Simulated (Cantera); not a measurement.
Charge: 1 mol Al, 0.049 mol HCl, 1.1 mol H₂, 0.087 mol Cl₂, held at 1425 K and 10.0 mbar.

Equilibrium computed with Cantera from the NASA thermochemical tables; the gas is ideal and each condensed phase is pure. Candidate condensed phases: Al, AlCl₃; 12 gas species. The tables' values for AlCl₂ are old estimates; treat these amounts as uncertain. The numbers say what is thermodynamically allowed, not how fast it happens.

Base state: H₂ 0.834, AlCl 0.165, Al 0.000360, AlCl₂ 0.000217, HCl 0.000115, H 6.23e-5, AlH 5.39e-5 (mole fractions); condensed: Al(l).

### Question
What changes in the equilibrium state with this change: temperature from 1425 K to 875 K?

### Answer
| species | before | after |
|---|---|---|
| H₂ | 0.834 | 0.935 |
| AlCl₃ | 2.98e-6 | 0.0597 |
| AlCl | 0.165 | 0.00452 |
| Al | 0.000360 | <1e-9 |
| H | 6.23e-5 | <1e-9 |
| AlH | 5.39e-5 | <1e-9 |
| Al₂Cl₆ | <1e-9 | 2.61e-5 |
| HCl | 0.000115 | 1.29e-5 |
| Al(l), mol | 0.777 | 0 |
| Al(s), mol | 0 | 0.922 |
